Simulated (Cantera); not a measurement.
Input: 1 mol SiH4, 37 mol N2, equilibrated at 1000 K and 0.100 bar.

Equilibrium computed with Cantera from the NASA thermochemical tables; the gas is ideal and each condensed phase is pure. Candidate condensed phases: Si, Si3N4; 18 gas species. N2 is the only nitrogen source here; it is nearly inert below about 1500 K, so the nitride shown seldom forms there in practice. Rates play no part.

Task: What is the equilibrium state?

Result: 
- x(N2): 0.948
- x(H2): 0.0522
- n(Si3N4(s)): 0.333 mol
- gas amount: 38.33 mol
- log10 activity of Si(s) (absent): -6.51
